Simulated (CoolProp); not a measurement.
Vapour-liquid equilibrium of acetone (1) + cyclohexane (2) at 373.8 K; x and y are mole fractions of (1).

The numbers come from the multi-fluid Helmholtz-energy mixture model, Lemmon 2006 and Zhou 2014; pair parameters Bell 2016 in CoolProp.

Q: Give the bubble pressure and the first vapour's composition at x = 0.275, 0.35, 0.65. Is there an azeotrope?

A: x = 0.275: 3.434 bar, y = 0.557; x = 0.35: 3.589 bar, y = 0.593; x = 0.65: 3.921 bar, y = 0.712. y crosses x between x = 0.725 and 0.8: the model has an azeotrope there.

Pair parameters are fitted to limited data, so mixtures are less certain than the pure fluids.
